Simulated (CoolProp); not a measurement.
Vapour-liquid equilibrium of R152A (1) + isobutane (2) at 332.5 K; x and y are mole fractions of (1).

Model: multi-fluid Helmholtz-energy mixture model, Outcalt 1996 and Bücker 2006; pair parameters Bell 2016, in CoolProp.

Give the bubble pressure and the first vapour's composition at x = 0.275, 0.575, 0.875. Is there an azeotrope?

x = 0.275: 1.321 MPa, y = 0.448; x = 0.575: 1.545 MPa, y = 0.649; x = 0.875: 1.569 MPa, y = 0.852. y crosses x between x = 0.725 and 0.8: the model has an azeotrope there.

Pair parameters are fitted to limited data, so mixtures are less certain than the pure fluids.
